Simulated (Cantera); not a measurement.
Input (Python, Cantera):

```python
import numpy as np
import cantera as ct

gas = ct.Solution("h2o2.yaml")
gas.TPX = 700, 110000, {'H2': 1, 'O2': 0.227, 'N2': 0.855, 'H2O': 0.057}
flame = ct.FreeFlame(gas, width=0.037)
flame.set_refine_criteria(ratio=3, slope=0.08, curve=0.16)
flame.transport_model = "mixture-averaged"
flame.solve(loglevel=0, auto=True)
z, T = flame.grid, flame.T
thick = (T[-1] - T[0]) / np.gradient(T, z).max()
show = ['H2', 'O2', 'H2O', 'O', 'OH', 'H']
print(f"laminar burning velocity  {flame.velocity[0] * 100:.3f} cm/s")
print(f"burnt temperature         {T[-1]:.1f} K")
print(f"thermal thickness         {thick * 1e3:.4f} mm")
print(f"grid points               {len(z)}")
z0 = z[flame.heat_release_rate.argmax()]
print(f"{'z/mm':>9s}{'T/K':>9s}{'u/(m/s)':>9s}" + "".join(f"{s:>11s}" for s in show))
rows = []
for k in (-3, -2, -1.5, -1, -0.5, -0.25, 0, 0.25, 0.5, 1, 2, 4, 8):
    zz = z0 + k * thick
    rows.append([k * thick, np.interp(zz, z, T), np.interp(zz, z, flame.velocity),
                 *(np.interp(zz, z, flame.X[gas.species_index(s)]) for s in show)])
    print(f"{rows[-1][0] * 1e3:9.3f}{rows[-1][1]:9.1f}{rows[-1][2]:9.3f}" + "".join(f"{x:11.3e}" for x in rows[-1][3:]))
```

Output:

```
laminar burning velocity  1142.901 cm/s
burnt temperature         2255.8 K
thermal thickness         0.4255 mm
grid points               137
     z/mm      T/K  u/(m/s)         H2         O2        H2O          O         OH          H
   -1.277    700.0   11.429  4.675e-01  1.061e-01  2.665e-02  3.606e-16  3.376e-17  1.264e-14
   -0.851    700.0   11.429  4.675e-01  1.061e-01  2.665e-02  5.946e-13  6.033e-14  2.595e-11
   -0.638    700.0   11.429  4.675e-01  1.061e-01  2.665e-02  3.124e-11  3.322e-12  1.506e-09
   -0.426    700.1   11.430  4.675e-01  1.061e-01  2.665e-02  1.031e-08  2.560e-09  6.682e-07
   -0.213    722.8   11.755  4.639e-01  1.058e-01  2.807e-02  1.820e-05  7.020e-05  5.924e-04
   -0.106    903.3   14.421  4.341e-01  9.972e-02  4.607e-02  3.924e-04  5.341e-04  1.021e-02
    0.000   1270.6   19.774  3.346e-01  6.206e-02  1.265e-01  3.058e-03  2.294e-03  5.309e-02
    0.106   1524.1   23.510  2.499e-01  1.511e-02  2.176e-01  2.918e-03  3.975e-03  8.773e-02
    0.213   1633.6   25.058  2.331e-01  2.867e-03  2.431e-01  1.678e-03  4.330e-03  8.962e-02
    0.426   1741.0   26.509  2.376e-01  6.467e-04  2.493e-01  1.223e-03  4.676e-03  7.798e-02
    0.851   1855.6   28.011  2.474e-01  4.058e-04  2.522e-01  9.026e-04  4.719e-03  6.207e-02
    1.702   1966.8   29.430  2.570e-01  2.489e-04  2.556e-01  5.719e-04  4.303e-03  4.625e-02
    3.404   2064.0   30.641  2.654e-01  1.302e-04  2.589e-01  3.068e-04  3.510e-03  3.220e-02
```

Detailed kinetics in Cantera: the H2/O2 subset of GRI-Mech 3.0, which has no nitrogen chemistry. Burning velocities carry a grid error of a few per cent, more on coarse grids.
